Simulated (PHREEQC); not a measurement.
A solution holds 2.5 mmol/kgw Cu(NO3)2 and 0.056 mmol/kgw HCl, at 20 °C. Closed to the air; pH follows from the charge balance.

Equilibrium calculation in PHREEQC: ion-association model, phreeqc.dat.

Question: The ionic strength comes out as 0.00756 mol/kgw. What activity coefficients do Cu+2, H+, Cl-, NO3- get?

Answer: Cu+2 0.71, H+ 0.92, Cl- 0.91, NO3- 0.91.

No solid was allowed to form.
